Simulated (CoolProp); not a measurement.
CH2F2 (R32) at several states: fugacity coefficient from the reference equation and from simpler models built on Tc = 78.1 °C, pc = 5.783 MPa, ω = 0.277; each cubic takes its own stable root.

Model: reference Helmholtz-energy equation of state, Tillner-Roth 1997, in CoolProp.

```
T (°C)   p (MPa)   phase  reference  Redlich-Kwong  Peng-Robinson
-------  -------  ------  ---------  -------------  -------------
22.75       6.68  liquid        [?]            [?]         0.2251
120.65    0.0604     gas     0.9973         0.9975         0.9973
45.05       1.05     gas        [?]         0.9189            [?]
-119.95    0.343  liquid   0.001413            [?]            [?]
47.35     0.0154     gas     0.9986         0.9988         0.9987
-27.05    0.0101     gas     0.9974         0.9984         0.9981
```

Problem. What belongs in the gaps?

Solution. 
- 22.75, reference: 0.2139
- 22.75, Redlich-Kwong: 0.2816
- 45.05, reference: 0.9012
- 45.05, Peng-Robinson: 0.9083
- -119.95, Redlich-Kwong: 0.004667
- -119.95, Peng-Robinson: 0.001353
